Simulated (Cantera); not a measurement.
Feed: 1 mol Ca(OH)2, 6.5 mol O2, held at 1675 K and 0.180 bar.

Method: chemical equilibrium by Gibbs-energy minimisation in Cantera with the NASA 1993 tables (ideal gas, pure condensed phases). Candidate condensed phases: Ca, CaO, Ca(OH)2, H2O; 14 gas species. Kinetics and transport are ignored.

Base state: O2 0.866, H2O 0.133, OH 0.000772, O 7.49e-5 (mole fractions); condensed: CaO(s).

What changes in the equilibrium state with this change: temperature from 1675 K to 2023 K?


| species | before | after |
|---|---|---|
| O2 | 0.866 | 0.862 |
| H2O | 0.133 | 0.130 |
| OH | 0.000772 | 0.00570 |
| Ca(OH)2 | 6.50e-7 | 1.58e-5 |
| H | 6.23e-7 | 4.76e-5 |
| O | 7.49e-5 | 0.00174 |
| H2 | 5.19e-6 | 0.000113 |
| CaO(s), mol | 1.000 | 1.000 |
